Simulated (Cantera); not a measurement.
A closed system holds: 1 mol SiH4, 0.57 mol H2O, 180 mol N2, 17 mol CO2, at 300 °C and 10.0 Pa.

Method: chemical equilibrium by Gibbs-energy minimisation in Cantera with the NASA 1993 tables (ideal gas, pure condensed phases). Candidate condensed phases: C, C6H6, C7H8, C8H18, H2O, Si, SiC, SiO2, Si2N2O, Si3N4; 151 gas species. Rates play no part.

Base state: N2 0.902, CO2 0.0759, H2 0.0107, CO 0.00931, H2O 0.00214 (mole fractions); condensed: SiO2(α-quartz).

### Question
What changes in the equilibrium state with this change: CO2 from 17 to 0.13 mol?

### Answer
```
species               before    after
-------------------  -------  -------
N2                     0.902    0.986
H2                    0.0107   0.0141
CO                   0.00931  1.75e-8
CO2                   0.0759    <1e-9
H2O                  0.00214  1.78e-9
SiO2(α-quartz), mol     1.00    0.220
C(graphite), mol           0    0.129
Si2N2O(s), mol             0    0.390
```
N2 is the only nitrogen source here; it is nearly inert below about 1500 K, so the nitride shown seldom forms there in practice.
